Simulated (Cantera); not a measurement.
A diamond (100) surface in a fixed gas of H2 with x(CH4) = 0.0099, x(H) = 0.0013, x(CH3) = 0.00025, 0.0970 bar; coverages are run to steady state.

Cantera simulation using the Harris–Goodwin 1993 mechanism for the reconstructed diamond (100) surface; the numbers are that mechanism's predictions, not measurements.

One state of this run: growth (µm/h) = 4.86; θ c6HH = 0.453; θ c6H* = 0.0370; θ c6*H = 0.474; θ c6** = 0.0232; θ c6HM = 0.00704. θ: site fractions in the mechanism's names (c6HH fully hydrogenated, c6H* and c6*H radical sites, c6** diradical, c6HM methylated).

Which value of T (K) does it belong to?
(A) 1200
(B) 900
(C) 1350
(D) 1050

A, 1200
